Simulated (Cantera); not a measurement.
## Low-pressure radical oxidation in H2/O2

An isothermal, constant-pressure homogeneous reactor starts with 9.09 % H2, 90.9 % O2, at 1348 K and 20.0 Torr.

Detailed kinetics in Cantera: GRI-Mech 3.0 (53 species, 325 reactions). Radical loss at walls, strong at low pressure, is not modelled. The temperature is held fixed by assumption; the heat of reaction is taken as removed at once.

```csv
t (s),x H2,x O2,x H,x HO2,x H2O
0.000700,0.00350,0.843,0.0182,7.41e-6,0.0736
0.00146,0.00234,0.846,0.0152,7.14e-6,0.0773
0.00305,0.00203,0.855,0.0119,7.02e-6,0.0801
0.00637,0.00151,0.869,0.00733,6.62e-6,0.0844
0.0133,0.000856,0.885,0.00298,5.58e-6,0.0891
0.0277,0.000337,0.897,0.000715,3.74e-6,0.0925
0.0579,0.000100,0.902,0.000114,1.85e-6,0.0940
0.121,2.69e-5,0.904,1.60e-5,7.15e-7,0.0947
0.252,7.61e-6,0.904,2.40e-6,2.58e-7,0.0950
0.527,2.39e-6,0.905,4.25e-7,1.05e-7,0.0951
1.10,8.43e-7,0.905,8.96e-8,5.94e-8,0.0952
2.30,3.38e-7,0.905,2.28e-8,5.35e-8,0.0952
4.79,1.69e-7,0.905,8.13e-9,6.16e-8,0.0952
10.0,1.26e-7,0.905,5.23e-9,6.77e-8,0.0952
```
x: mole fraction; the columns are a selection and need not sum to one.

Equilibrium at this temperature and pressure: H2 1.22e-7, O2 0.905, H 4.98e-9, HO2 6.85e-8, H2O 0.0952 (gas phase only).
